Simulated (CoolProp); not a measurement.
Vapour pressure (bar) of CF4 (R14): the reference equation beside estimates from Tc = -45.8 °C, pc = 37.62 bar, ω = 0.178. Clausius-Clapeyron is anchored at -126.65 °C with a constant enthalpy of vaporisation of 11.76 kJ/mol.

Model: reference Helmholtz-energy equation of state, Platzer 1990, in CoolProp. This equation is an older, rougher fit; its heat capacities, sound speeds and derivatives of the liquid may be far off and weren't checked against measurements.

```json
[
 {"T (°C)": "-136.75", "reference": "0.5253", "Clausius-Clapeyron": "0.5461", "Redlich-Kwong": "0.7682"},
 {"T (°C)": "-131.75", "reference": "0.7747", "Clausius-Clapeyron": "0.7881", "Redlich-Kwong": "1.110"},
 {"T (°C)": "-126.65", "reference": "1.117", "Clausius-Clapeyron": "1.117", "Redlich-Kwong": "1.567"},
 {"T (°C)": "-121.55", "reference": "1.566", "Clausius-Clapeyron": "1.545", "Redlich-Kwong": "2.150"},
 {"T (°C)": "-116.45", "reference": "2.142", "Clausius-Clapeyron": "2.094", "Redlich-Kwong": "2.878"},
 {"T (°C)": "-111.45", "reference": "2.852", "Clausius-Clapeyron": "2.768", "Redlich-Kwong": "3.752"},
 {"T (°C)": "-106.35", "reference": "3.746", "Clausius-Clapeyron": "3.617", "Redlich-Kwong": "[?]"},
 {"T (°C)": "-101.25", "reference": "[?]", "Clausius-Clapeyron": "4.652", "Redlich-Kwong": "[?]"},
 {"T (°C)": "-96.25", "reference": "6.118", "Clausius-Clapeyron": "5.871", "Redlich-Kwong": "7.558"}
]
```

### Question
Fill in the missing entries.

### Answer

- -106.35, Redlich-Kwong: 4.824
- -101.25, reference: 4.836
- -101.25, Redlich-Kwong: 6.097

Absolute difference from the reference over all 9 rows, mean and median: Clausius-Clapeyron 2.6 and 2.9 %, Redlich-Kwong 34.6 and 34.4 %.
